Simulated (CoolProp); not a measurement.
Model: reference Helmholtz-energy equation of state, Smukala 2000, in CoolProp.

### Question
For ethylene, give the phase and the cv (kJ/(kg K)), speed of sound (m/s) at 48.85 °C and 0.0797 MPa.

### Answer
- 48.85 °C and 0.0797 MPa: gas; cv 1.32, speed of sound 341
